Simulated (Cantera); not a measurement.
Cantera run, input and output.

```python
import numpy as np
import cantera as ct

gas = ct.Solution("gri30.yaml")
gas.TPX = 1600, 31000, {'CH4': 0.78, 'N2': 14}
reactor = ct.IdealGasConstPressureReactor(gas, energy="off", clone=False)
net = ct.ReactorNet([reactor])
net.rtol, net.atol = 1e-08, 1e-18
show = ['CH4', 'H', 'CH2', 'H2', 'C2H4', 'C2H', 'CH3']
times = np.geomspace(0.0007, 80, 10)

steps = ct.SolutionArray(gas, extra=["t"])
rows = []
print(f"{'t/s':>10s}{'T/K':>9s}{'P/Pa':>11s}" + "".join(f"{s:>11s}" for s in show))
for t in times:
    while net.time < t:
        t_next = net.step()
        steps.append(gas.state, t=t_next)
    rows.append([np.interp(t, steps.t, y) for y in (steps.T, steps.P, *steps(*show).X.T)])
    print(f"{t:10.3e}{rows[-1][0]:9.1f}{rows[-1][1]:11.4g}" + "".join(f"{x:11.3e}" for x in rows[-1][2:]))
rate = np.gradient(steps.T, steps.t)
print("integrator steps:", len(steps.t))
if steps.T.max() > steps.T[0] + 200:
    print(f"time of steepest temperature rise: {steps.t[rate.argmax()]:.4e} s")
gas.TPX = 1600, 31000, {'CH4': 0.78, 'N2': 14}
gas.equilibrate("TP")
print(f"equilibrium (TP): T = {gas.T:.1f} K  " + "  ".join(f"{s} {gas[s].X[0]:.3e}" for s in show))
```

Result:

```
       t/s      T/K       P/Pa        CH4          H        CH2         H2       C2H4        C2H        CH3
 7.000e-04   1600.0    3.1e+04  5.272e-02  9.322e-08  1.837e-09  2.454e-05  5.751e-07  6.067e-15  4.539e-05
 2.553e-03   1600.0    3.1e+04  5.255e-02  2.090e-07  1.589e-08  1.304e-04  2.196e-05  2.423e-12  1.386e-04
 9.313e-03   1600.0    3.1e+04  5.110e-02  1.144e-06  7.731e-08  1.435e-03  4.759e-04  1.933e-10  3.150e-04
 3.397e-02   1600.0    3.1e+04  4.251e-02  5.388e-06  9.240e-08  1.250e-02  1.755e-03  4.210e-09  3.114e-04
 1.239e-01   1600.0    3.1e+04  2.820e-02  1.106e-05  4.794e-08  3.435e-02  4.664e-04  1.200e-08  1.775e-04
 4.520e-01   1600.0    3.1e+04  1.288e-02  1.797e-05  2.331e-08  5.663e-02  1.120e-04  2.002e-08  8.212e-05
 1.649e+00   1600.0    3.1e+04  3.832e-03  2.376e-05  8.313e-09  6.964e-02  6.201e-05  2.654e-08  2.646e-05
 6.013e+00   1600.0    3.1e+04  9.942e-04  2.622e-05  2.373e-09  7.370e-02  6.231e-05  2.929e-08  7.175e-06
 2.193e+01   1600.0    3.1e+04  3.636e-04  2.682e-05  8.892e-10  7.460e-02  6.341e-05  2.996e-08  2.653e-06
 8.000e+01   1600.0    3.1e+04  3.076e-04  2.687e-05  7.540e-10  7.468e-02  6.353e-05  3.002e-08  2.247e-06
integrator steps: 1582
equilibrium (TP): T = 1600.0 K  CH4 1.494e-04  H 2.692e-05  CH2 3.648e-10  H2 7.495e-02  C2H4 1.487e-05  C2H 6.989e-09  CH3 1.089e-06
```

Computed with Cantera and GRI-Mech 3.0 (53 species, 325 reactions). GRI-Mech 3.0 stops at C3 and has no aromatics, soot or wall deposition, so with more carbon than oxygen in the feed, carbon stays in small species such as C2H2 where larger ones or solid carbon would form.
